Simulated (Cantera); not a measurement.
A closed system holds: 1 mol SiH4, 380 mol H2, held at 0.133 bar.

Equilibrium computed with Cantera from the NASA thermochemical tables; the gas is ideal and each condensed phase is pure. Candidate condensed phases: Si; 9 gas species. Rates play no part. All values below are at 1575 K.

Base state: H2 1.000, H 0.000114 (mole fractions); condensed: Si(s).

**Question.** What changes in the equilibrium state with this change: pressure from 0.133 bar to 1.33 mbar?

**Answer.** 
```tsv
species	before	after
H2	1.000	0.999
H	0.000114	0.00114
Si	4.31e-7	4.31e-5
Si(s), mol	0.998	0.981
```
